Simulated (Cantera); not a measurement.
What does this Cantera script print?

```python
import numpy as np
import cantera as ct

gas = ct.Solution("gri30.yaml")
gas.TPX = 1225, 670000, {'CH3OH': 1, 'O2': 0.625, 'N2': 2.35}
reactor = ct.IdealGasReactor(gas, energy="on", clone=False)
net = ct.ReactorNet([reactor])
net.rtol, net.atol = 1e-08, 1e-16
show = ['CH3OH', 'O2', 'CO', 'CH2', 'C2H4']
times = np.geomspace(3e-06, 2, 12)

steps = ct.SolutionArray(gas, extra=["t"])
rows = []
print(f"{'t/s':>10s}{'T/K':>9s}{'P/Pa':>11s}" + "".join(f"{s:>11s}" for s in show))
for t in times:
    while net.time < t:
        t_next = net.step()
        steps.append(gas.state, t=t_next)
    rows.append([np.interp(t, steps.t, y) for y in (steps.T, steps.P, *steps(*show).X.T)])
    print(f"{t:10.3e}{rows[-1][0]:9.1f}{rows[-1][1]:11.4g}" + "".join(f"{x:11.3e}" for x in rows[-1][2:]))
rate = np.gradient(steps.T, steps.t)
print("integrator steps:", len(steps.t))
if steps.T.max() > steps.T[0] + 200:
    print(f"time of steepest temperature rise: {steps.t[rate.argmax()]:.4e} s")
gas.TPX = 1225, 670000, {'CH3OH': 1, 'O2': 0.625, 'N2': 2.35}
gas.equilibrate("UV")
print(f"equilibrium (UV): T = {gas.T:.1f} K  " + "  ".join(f"{s} {gas[s].X[0]:.3e}" for s in show))
```

Output:

```
       t/s      T/K       P/Pa      CH3OH         O2         CO        CH2       C2H4
 3.000e-06   1225.0    6.7e+05  2.516e-01  1.572e-01  6.765e-08  2.262e-10  9.139e-14
 1.015e-05   1225.0    6.7e+05  2.516e-01  1.572e-01  2.297e-07  2.262e-10  6.977e-13
 3.436e-05   1225.0    6.7e+05  2.516e-01  1.572e-01  7.839e-07  2.262e-10  2.980e-12
 1.163e-04   1225.0    6.7e+05  2.515e-01  1.572e-01  2.763e-06  2.262e-10  1.035e-11
 3.935e-04   1225.3  6.702e+05  2.513e-01  1.571e-01  1.400e-05  2.276e-10  3.267e-11
 1.332e-03   2562.9   1.89e+06  2.267e-11  4.969e-06  1.569e-01  3.347e-11  1.019e-14
 4.506e-03   2562.3   1.89e+06  2.271e-11  4.939e-06  1.569e-01  3.356e-11  1.027e-14
 1.525e-02   2562.3   1.89e+06  2.271e-11  4.939e-06  1.569e-01  3.356e-11  1.028e-14
 5.160e-02   2562.3   1.89e+06  2.271e-11  4.939e-06  1.569e-01  3.356e-11  1.028e-14
 1.746e-01   2562.3   1.89e+06  2.271e-11  4.939e-06  1.569e-01  3.356e-11  1.028e-14
 5.910e-01   2562.3   1.89e+06  2.271e-11  4.939e-06  1.569e-01  3.356e-11  1.028e-14
 2.000e+00   2562.3   1.89e+06  2.271e-11  4.939e-06  1.569e-01  3.356e-11  1.028e-14
integrator steps: 2140
time of steepest temperature rise: 1.0609e-03 s
equilibrium (UV): T = 2562.3 K  CH3OH 2.334e-11  O2 4.939e-06  CO 1.569e-01  CH2 3.709e-11  C2H4 1.138e-14
```

Computed with Cantera and GRI-Mech 3.0 (53 species, 325 reactions). GRI-Mech 3.0 was tuned for natural gas; its chemistry of methanol as a main component is partial and can be far from experiment.
